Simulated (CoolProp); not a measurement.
The fluid at 551.81 K and 14.6 MPa expands adiabatically to 2.76 MPa with isentropic efficiency 0.85. The same conditions are run with several fluids, on thermodynamics alone (safety and materials aside).

Values from CoolProp's reference Helmholtz-energy equation of state of each fluid (ethane: Bücker 2006; methane: Setzmann 1991; oxygen: Schmidt 1985; ethanol: Schroeder 2014; dry air: Lemmon 2000). Blends and air are pseudo-pure fits.

| fluid | work (kJ/kg) | final temperature (K) | final phase | final density (kg/m³) |
|---|---|---|---|---|
| ethane | [?] | 460.3 | gas | [?] |
| methane | [?] | 422.4 | gas | [?] |
| oxygen | [?] | 378.0 | gas | 28.2 |
| ethanol | 44.7 | 469.2 | [?] | [?] |
| dry air | 183 | 374.2 | gas | [?] |

Task: Fill in the missing entries.

Result: 
- ethane, work (kJ/kg): 181
- ethane, final density (kg/m³): 22.8
- methane, work (kJ/kg): 348
- methane, final density (kg/m³): 12.7
- oxygen, work (kJ/kg): 165
- ethanol, final phase: two-phase, vapour fraction 0.637
- ethanol, final density (kg/m³): 67.8
- dry air, final density (kg/m³): 25.6

Above 300 K oxygen's equation is extrapolated.
